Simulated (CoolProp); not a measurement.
Vapour-liquid equilibrium of n-butane (1) + R113 (2) at 76.65 °C; x and y are mole fractions of (1).

Values from CoolProp's multi-fluid Helmholtz-energy mixture model, Bücker 2006 and Marx 1992; pair parameters Bell 2016.

### Question
Give the bubble pressure and the first vapour's composition at x = 0.05, 0.65, 0.875. Is there an azeotrope?

### Answer
x = 0.05: 2.828 bar, y = 0.174; x = 0.65: 7.072 bar, y = 0.845; x = 0.875: 8.545 bar, y = 0.947. No azeotrope shows between x = 0.05 and 0.95.

The pair parameters rest on a limited set of measurements; away from them the model extrapolates.
